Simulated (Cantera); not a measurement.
Input (Python, Cantera) and output of one run.

```python
import numpy as np
import cantera as ct

gas_names = [...]  # 91 gases of nasa_gas.yaml made of C, Cl, H
cond_names = """
    C(gr) C6H6(L) C7H8(L) C8H18(L),n-octa
""".split()


# ... load() reads the species with a 1 bar reference pressure and builds the phases ...
atoms = {
    'CH3Cl': {'C': 1, 'H': 3, 'CL': 1},
    'CH4': {'C': 1, 'H': 4},
    'H2': {'H': 2},
}
top_T = {'C(gr)': 4500}  # K; cautious upper limits of use, not melting points


# ... equilibrate(T, P, feed) seeds the gas with the atoms and calls Mixture.equilibrate('TP', solver="vcs", rtol=1e-11, max_steps=5000) ...
results = []
T = 3223  # K
P = 5.9  # Pa
for m in [0.18, 0.36, 0.73, 1.5, 3, 6, 12]:
    feed = {'CH3Cl': 1, 'CH4': 0.11, 'H2': m}  # mol
    mix = equilibrate(T, P, feed)
    results.append((T, P, feed, dict(zip(mix.species_names, mix.species_moles))))

top = {s: max(r[3][s] / sum(r[3][g] for g in gas_names) for r in results) for s in gas_names}
cols = sorted((s for s in top if top[s] > 0.001), key=lambda s: -top[s])[:7]
seen = [c for c in cond_names if any(r[3].get(c, 0) > 1e-12 for r in results)]
print("log10 of partial pressures in bar; condensed amounts in mol")
print(f"{'n(H2)':>10s}" + "".join(f"{s[:9]:>10s}" for s in cols + seen))
for T, P, feed, n in results:
    ng = sum(n[g] for g in gas_names)
    print(f"{feed['H2']:10.4g}" + "".join(f"{np.log10(max(n[s] / ng * P / 1e5, 1e-99)):10.3f}" for s in cols)
          + "".join(f"{n.get(c, 0):10.4g}" for c in seen))
```

Output:

```
log10 of partial pressures in bar; condensed amounts in mol
     n(H2)         H         C        CL        C2        C3
      0.18    -4.418    -4.980    -4.998    -6.606    -7.175
      0.36    -4.405    -5.005    -5.024    -6.655    -7.247
      0.73    -4.383    -5.050    -5.073    -6.746    -7.385
       1.5    -4.351    -5.133    -5.160    -6.911    -7.631
         3    -4.316    -5.259    -5.291    -7.163    -8.009
         6    -4.285    -5.436    -5.473    -7.517    -8.541
        12    -4.262    -5.659    -5.700    -7.963    -9.210
```

Equilibrium computed with Cantera from the NASA thermochemical tables; the gas is ideal and each condensed phase is pure.
